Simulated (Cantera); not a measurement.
A Cantera script and what it prints.

```python
import numpy as np
import cantera as ct

gas_names = """
    B BH BH2 BH3 BO BO2 B2 B2O B2O2 B2O3 B3O3H3 H HBO HBO2 HO2 H2 H2O H2O2 H3B3O6 O OH O2 O3
""".split()
cond_names = """
    B(b) B(L) B2O3(L) B3O3H3(cr) H2O(s) H2O(L)
""".split()


# ... load() reads the species with a 1 bar reference pressure and builds the phases ...
atoms = {
    'B2H6': {'B': 2, 'H': 6},
    'H2O': {'H': 2, 'O': 1},
    'H2': {'H': 2},
}
top_T = {}  # K; cautious upper limits of use, not melting points


# ... equilibrate(T, P, feed) seeds the gas with the atoms and calls Mixture.equilibrate('TP', solver="vcs", rtol=1e-11, max_steps=5000) ...
results = []
feed = {'B2H6': 1, 'H2O': 2.1, 'H2': 7.9}  # mol
T = 1925  # K
P = 120  # Pa
mix = equilibrate(T, P, feed)
results.append((T, P, feed, dict(zip(mix.species_names, mix.species_moles))))
print(gas.report(threshold=0.0001))
for i in range(1, mix.n_phases):
    print(f"{mix.phase(i).name:16s} {mix.phase_moles(i):12.5e} mol")
```

Result:

```
       temperature   1925 K
          pressure   120 Pa
           density   4.238e-05 kg/m^3
  mean mol. weight   5.6526 kg/kmol
   phase of matter   gas

                          1 kg             1 kmol
                     ---------------   ---------------
          enthalpy        6.0844e+06        3.4392e+07  J
   internal energy        3.2529e+06        1.8387e+07  J
           entropy             46189        2.6109e+05  J/K
    Gibbs function        -8.283e+07       -4.6821e+08  J
 heat capacity c_p            6454.9             36487  J/K
 heat capacity c_v              4984             28172  J/K

                      mass frac. Y      mole frac. X     chem. pot. / RT
                     ---------------   ---------------   ---------------
                BO           0.14567          0.030713           -38.541
              B2O2           0.14747          0.015547           -77.081
              B2O3          0.052579         0.0042692           -108.85
                 H         0.0045514          0.025523           -13.121
               HBO           0.32438          0.065917           -51.661
              HBO2          0.019707         0.0025423           -83.434
                H2           0.30505           0.85532           -26.241
               H2O        0.00044563        0.00013983           -58.014
     [  +15 minor]        0.00014429        2.5934e-05

B(b)              0.00000e+00 mol
B2O3(L)           0.00000e+00 mol
B3O3H3(cr)        0.00000e+00 mol
```

These are equilibrium values from Cantera (NASA tables, ideal gas, pure condensed phases), not measurements of a reactor. The feed counts by its element totals alone.
